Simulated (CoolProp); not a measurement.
Computed with CoolProp (reference Helmholtz-energy equation of state, Platzer 1990). This equation is an older, rougher fit; its heat capacities, sound speeds and derivatives of the liquid may be far off and weren't checked against measurements.

### Question
Give the vapour pressure (MPa), enthalpy of vaporisation (kJ/kg), surface tension (mN/m), liquid conductivity (mW/(m K)) of saturated CF4 (R14) at 161 K.

### Answer
| T (K) | p (MPa) | enthalpy of vaporisation (kJ/kg) | surface tension (mN/m) | liquid conductivity (mW/(m K)) |
|---|---|---|---|---|
| 161 | 0.274 | 125 | 9.21 | 83.6 |

Thermal conductivity comes from a separate model (Huber 2003), an estimate that may be off by 10 % or more. Surface tension comes from a separate correlation (Mulero 2012).
